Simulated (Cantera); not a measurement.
**Ignition delay**

Mixture: 10.3 % CH4, 19.1 % O2, 70.6 % N2, equivalence ratio 1.1, at 1.00 bar, adiabatic and at constant pressure. Ignition delay is the time to a rise of 400 K.

Computed with Cantera and GRI-Mech 3.0 (53 species, 325 reactions).

```csv
T0 (K),delay (ms)
1200,47.2
1250,23.5
1300,12.1
1350,6.43
1400,3.54
1450,2.02
1500,1.20
1550,0.736
1600,0.471
```

The apparent activation energy between 1500 and 1600 K comes out as 190 kJ/mol.
